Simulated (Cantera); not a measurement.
Source: NASA polynomial tables (part measured, part estimated), evaluated in Cantera. Values are per mole of reaction as written; species without (g) are pure solids or liquids, kept so even where they would boil at 1 bar.

Between 300 and 2075 K, where is each reaction favourable under standard conditions?
- 0.6667 Al + Br2(g) → 0.6667 AlBr3(g)
- Ba + Br2(g) → BaBr2
- 0.5 Si + Br2(g) → 0.5 SiBr4(g)


- 0.6667 Al + Br2(g) → 0.6667 AlBr3(g): ΔG° is -295 kJ at 300 K and -225 kJ at 2075 K; it stays negative (K > 1). ΔH° is -318 kJ and ΔS° -45 J/K at 2075 K.
- Ba + Br2(g) → BaBr2: ΔG° is -741 kJ at 300 K and -510 kJ at 2075 K; it stays negative (K > 1). ΔH° is -728 kJ and ΔS° -105 J/K at 2075 K.
- 0.5 Si + Br2(g) → 0.5 SiBr4(g): ΔG° is -219 kJ at 300 K and -103 kJ at 2075 K; it stays negative (K > 1). ΔH° is -260 kJ and ΔS° -76 J/K at 2075 K.
